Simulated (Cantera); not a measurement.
## Gas activation for diamond growth

A perfectly stirred reactor is fed with 0.209 % CH4, 99.7 % H2, 0.110 % O2, equivalence ratio 460, at 3200 Pa; it is held at 2400 K, and followed from long to short residence time.

Detailed kinetics in Cantera: GRI-Mech 3.0 (53 species, 325 reactions). Radical loss at walls, strong at low pressure, is not modelled.

```csv
τ (s),x CH4,x H2,x O2,x HO2,x H,x C2H4
19,2.25e-6,0.913,1.01e-9,<1e-12,0.0849,7.28e-10
8.0,3.71e-6,0.914,2.42e-9,<1e-12,0.0841,1.51e-9
3.4,6.14e-6,0.916,5.83e-9,<1e-12,0.0822,2.93e-9
1.4,1.09e-5,0.920,1.50e-8,1.68e-12,0.0779,5.97e-9
0.61,2.07e-5,0.928,3.84e-8,4.76e-12,0.0699,1.29e-8
0.26,4.68e-5,0.940,1.11e-7,1.67e-11,0.0570,3.27e-8
0.11,0.000116,0.954,3.51e-7,6.91e-11,0.0428,8.81e-8
0.047,0.000271,0.965,1.10e-6,2.84e-10,0.0319,2.13e-7
0.020,0.000565,0.972,3.44e-6,1.13e-9,0.0241,4.60e-7
0.0085,0.00102,0.978,1.09e-5,4.63e-9,0.0177,7.93e-7
```
x: mole fraction; the columns are a selection and need not sum to one.
